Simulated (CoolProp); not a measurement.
C2F6 (R116) at several states: density (kg/m³) from the reference equation and from simpler models built on Tc = 19.9 °C, pc = 30.48 bar, ω = 0.257; each cubic takes its own stable root.

Computed with CoolProp (reference Helmholtz-energy equation of state, Lemmon 2006). It is a short technical equation, of lower accuracy than the large ones.

```csv
T (°C),p (bar),phase,reference
124.65,11.8,gas,51.40
36.15,34,supercritical,320.5
23.25,54.3,supercritical,1036
-58.05,0.391,gas,3.054
130.35,74.6,supercritical,387.3
```

Problem. How far does each simpler model (ideal gas, Redlich-Kwong) lie from the reference over these 5 states: mean and median of the absolute difference, and the worst?

Solution. 
- ideal gas: mean 28.0 %, median 20.8 %, worst -70.6 % at 23.25 °C and 54.3 bar
- Redlich-Kwong: mean 4.6 %, median 3.4 %, worst -10.7 % at 23.25 °C and 54.3 bar
